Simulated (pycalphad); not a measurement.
All values are pycalphad results on the COST 507 light-alloy database (1999) (1 atm), not direct measurements. These are 1990s assessments: newer ones move some temperatures and phases. Amounts are mole fractions of atoms.

Q: Give the equilibrium state of Y-17Si (at.%) at 1700 K.

A: liquid, fraction 0.823, with 12.6 Si at.%; SI3Y5, fraction 0.177, with 37.5 Si at.%.

Q: Give the equilibrium state of Y-17Si (at.%) at 1325 K.

A: hcp, fraction 0.547, with <0.01 Si at.%; SI3Y5, fraction 0.453, with 37.5 Si at.%.

Database names, with the compositions (at.%) that they take in these runs: SI3Y5: Y 62 Si 37.
